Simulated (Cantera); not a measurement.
What does this Cantera script print?

```python
import numpy as np
import cantera as ct

gas = ct.Solution("gri30.yaml")
gas.TPX = 1000, 101325, {'CH4': 1, 'C2H6': 0.13, 'C3H8': 0.031, 'O2': 3.11, 'N2': 11.7}
reactor = ct.IdealGasReactor(gas, energy="on", clone=False)
net = ct.ReactorNet([reactor])
net.rtol, net.atol = 1e-08, 1e-16
show = ['CH4', 'C2H6', 'C3H8', 'C2H4', 'CH2']
times = np.geomspace(2e-06, 2, 13)

steps = ct.SolutionArray(gas, extra=["t"])
rows = []
print(f"{'t/s':>10s}{'T/K':>9s}{'P/Pa':>11s}" + "".join(f"{s:>11s}" for s in show))
for t in times:
    while net.time < t:
        t_next = net.step()
        steps.append(gas.state, t=t_next)
    rows.append([np.interp(t, steps.t, y) for y in (steps.T, steps.P, *steps(*show).X.T)])
    print(f"{t:10.3e}{rows[-1][0]:9.1f}{rows[-1][1]:11.4g}" + "".join(f"{x:11.3e}" for x in rows[-1][2:]))
rate = np.gradient(steps.T, steps.t)
print("integrator steps:", len(steps.t))
if steps.T.max() > steps.T[0] + 200:
    print(f"time of steepest temperature rise: {steps.t[rate.argmax()]:.4e} s")
gas.TPX = 1000, 101325, {'CH4': 1, 'C2H6': 0.13, 'C3H8': 0.031, 'O2': 3.11, 'N2': 11.7}
gas.equilibrate("UV")
print(f"equilibrium (UV): T = {gas.T:.1f} K  " + "  ".join(f"{s} {gas[s].X[0]:.3e}" for s in show))
```

Result:

```
       t/s      T/K       P/Pa        CH4       C2H6       C3H8       C2H4        CH2
 2.000e-06   1000.0  1.013e+05  6.261e-02  8.140e-03  1.941e-03  6.032e-12  1.330e-23
 6.325e-06   1000.0  1.013e+05  6.261e-02  8.140e-03  1.941e-03  4.124e-11  2.054e-22
 2.000e-05   1000.0  1.013e+05  6.261e-02  8.140e-03  1.941e-03  1.970e-10  1.714e-21
 6.325e-05   1000.0  1.013e+05  6.261e-02  8.140e-03  1.941e-03  7.370e-10  1.380e-20
 2.000e-04   1000.0  1.013e+05  6.261e-02  8.140e-03  1.941e-03  2.717e-09  1.190e-19
 6.325e-04   1000.0  1.013e+05  6.261e-02  8.140e-03  1.941e-03  1.146e-08  9.545e-19
 2.000e-03   1000.0  1.013e+05  6.261e-02  8.140e-03  1.941e-03  5.847e-08  5.846e-18
 6.325e-03   1000.0  1.013e+05  6.261e-02  8.139e-03  1.941e-03  3.369e-07  3.340e-17
 2.000e-02   1000.0  1.013e+05  6.261e-02  8.137e-03  1.940e-03  3.302e-06  1.027e-15
 6.325e-02   1003.3  1.017e+05  6.227e-02  7.904e-03  1.877e-03  3.185e-04  1.340e-12
 2.000e-01   2693.3  2.803e+05  3.983e-16  1.110e-30  8.136e-45  1.504e-24  2.290e-15
 6.325e-01   2693.3  2.803e+05  3.983e-16  1.110e-30  8.136e-45  1.504e-24  2.290e-15
 2.000e+00   2693.3  2.803e+05  3.983e-16  1.110e-30  8.136e-45  1.504e-24  2.290e-15
integrator steps: 2469
time of steepest temperature rise: 9.2914e-02 s
equilibrium (UV): T = 2693.3 K  CH4 5.364e-16  C2H6 1.836e-30  C3H8 1.410e-44  C2H4 1.701e-24  CH2 2.675e-15
```

Cantera simulation using GRI-Mech 3.0 (53 species, 325 reactions); the numbers are that mechanism's predictions, not measurements.
